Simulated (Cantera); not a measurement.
# Equilibrium for hydrogen reduction and annealing atmospheres: Al2O3 + H2

Input: 1 mol Al2O3, 52 mol H2, at 427 °C and 17000 Pa.

These are equilibrium values from Cantera (NASA tables, ideal gas, pure condensed phases), not measurements of a reactor. Candidate condensed phases: Al, Al2O3, H2O; 19 gas species. Equilibrium is a limit: real reactors are often held back by kinetics, nucleation or transport.

```json
{
 "x(H2)": "1.00",
 "n(Al2O3(s))": "1.00 mol",
 "gas_amount": "52.00 mol",
 "log10 activity of Al(s) (absent)": "-7.44"
}
```
